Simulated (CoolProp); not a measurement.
Aqueous propylene glycol as a coolant, at 22 °C, 1 atm.

Model: Melinder's fits for secondary coolants, in CoolProp.

| mass % | freezing point (°C) | viscosity (mPa s) | Prandtl number | density (kg/m³) | conductivity (W/(m K)) |
|---|---|---|---|---|---|
| 3.6 | -0.8 | 1.09 | 7.78 | 1001 | 0.582 |
| 7.9 | -2.1 | 1.26 | 9.29 | 1004 | 0.558 |
| 12.2 | -3.7 | 1.46 | 11.1 | 1007 | 0.535 |
| 16.5 | -5.5 | 1.69 | 13.2 | 1011 | 0.512 |
| 20.8 | -7.6 | 1.96 | 15.9 | 1015 | 0.490 |
| 25.1 | -9.8 | 2.29 | 19.2 | 1019 | 0.469 |
| 29.4 | -12.4 | 2.69 | 23.2 | 1022 | 0.449 |
| 33.8 | -15.4 | 3.19 | 28.3 | 1026 | 0.429 |
| 38.1 | -18.9 | 3.75 | 34.3 | 1030 | 0.410 |
| 42.4 | -22.9 | 4.42 | 41.4 | 1033 | 0.391 |
| 46.7 | -27.8 | 5.18 | 49.8 | 1036 | 0.374 |
